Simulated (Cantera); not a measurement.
**Ignition delay**

Mixture: 4.01 % CH4, 17.4 % O2, 78.6 % N2, equivalence ratio 0.46, at 1.00 atm, adiabatic and at constant pressure. Ignition delay is the time to a rise of 400 K.

Cantera simulation using GRI-Mech 3.0 (53 species, 325 reactions); the numbers are that mechanism's predictions, not measurements.

```csv
T0 (K),delay (ms)
1075,242
1150,74.1
1225,24.9
1300,9.19
1375,3.72
1450,1.67
1525,0.825
1600,0.447
```

```
Quantity                                                Result
--------------------------------------------------  ----------
apparent activation energy between 1450 and 1600 K  170 kJ/mol
```
